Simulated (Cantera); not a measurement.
A perfectly stirred reactor is fed with H2 : O2 = 0.012 : 1 (molar parts), at 0.0133 bar; it is held at 1223 K, and followed from long to short residence time.

Model: the H2/O2 subset of GRI-Mech 3.0, which has no nitrogen chemistry, integrated in Cantera. Radical loss at walls, strong at low pressure, is not modelled.

x: mole fraction; the columns are a selection and need not sum to one.

| τ (s) | x H2 | x O2 | x H2O | x HO2 | x OH | x O |
|---|---|---|---|---|---|---|
| 25 | (withheld) | 0.988 | 0.0118 | 1.55e-7 | 0.000190 | 0.000339 |
| 6.8 | (withheld) | 0.987 | 0.0118 | 2.64e-7 | 0.000289 | 0.000782 |
| 1.8 | (withheld) | 0.986 | 0.0116 | 4.25e-7 | 0.000438 | 0.00176 |
| 0.50 | (withheld) | 0.984 | 0.0115 | 6.21e-7 | 0.000631 | 0.00349 |
| 0.14 | (withheld) | 0.982 | 0.0112 | 8.31e-7 | 0.000861 | 0.00584 |
| 0.037 | (withheld) | 0.980 | 0.0107 | 1.05e-6 | 0.00115 | 0.00777 |
| 0.010 | (withheld) | 0.979 | 0.00969 | 1.29e-6 | 0.00154 | 0.00804 |
| 0.0028 | (withheld) | 0.980 | 0.00758 | 1.46e-6 | 0.00193 | 0.00648 |
| 0.00076 | (withheld) | 0.985 | 0.00305 | 1.26e-6 | 0.00139 | 0.00263 |

Some entries are withheld; supply them.


- 25, x H2: 7.46e-6
- 6.8, x H2: 1.60e-5
- 1.8, x H2: 3.41e-5
- 0.50, x H2: 7.06e-5
- 0.14, x H2: 0.000151
- 0.037, x H2: 0.000373
- 0.010, x H2: 0.00104
- 0.0028, x H2: 0.00291
- 0.00076, x H2: 0.00792
